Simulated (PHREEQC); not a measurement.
Na3PO4 is added in steps, without added water, to 1 kg of water holding 0.12 mol K2CO3, 0.006 mol Fe(NO3)3 and 0.00012 mol KH2PO4, at 20 °C. Oxygen alone is held at its pressure in air (log pO2 = -0.68). No CO2 enters from the air. Solids allowed: Fe(OH)3(a), Strengite, Nahcolite, Natron. Others were left out.

Base run: PHREEQC, ion-association model, wateq4f.dat. Each further column changes one thing. The table gives CO3-2 (mol/kgw).

```csv
Na3PO4 added (mol),base,KH2PO4 from 0.00012 to 0.00018 mol/kgw,K2CO3 from 0.12 to 0.024 mol/kgw,K2CO3 from 0.12 to 0.18 mol/kgw,no solid may form
0,0.101,0.101,0.00585,0.161,0.0957
0.045,0.0877,0.0877,0.0157,0.137,0.0872
0.135,0.0597,0.0597,0.0109,0.0938,0.0596
0.18,0.0514,0.0514,0.00953,0.0805,0.0514
0.27,0.0398,0.0398,0.00751,0.0619,0.0398
0.315,0.0355,0.0355,0.00675,0.0550,0.0356
0.405,0.0288,0.0288,0.00553,0.0444,0.0288
0.45,0.0261,0.0261,0.00503,0.0401,0.0262
0.54,0.0217,0.0217,0.00420,0.0332,0.0217
0.585,0.0198,0.0198,0.00385,0.0303,0.0199
0.675,0.0167,0.0167,0.00326,0.0255,0.0167
0.72,0.0154,0.0154,0.00301,0.0234,0.0154
```

The ionic strength passes 0.7 mol/kgw, the rough limit of the ion-association models, in part of: base; KH2PO4 from 0.00012 to 0.00018 mol/kgw; K2CO3 from 0.12 to 0.024 mol/kgw; K2CO3 from 0.12 to 0.18 mol/kgw; no solid may form. H3PO4, which wateq4f.dat lacks, is added to it with the constant of phreeqc.dat. In at least one series the solution becomes supersaturated in solids that the run did not let form, among them Fe(OH)3(a).
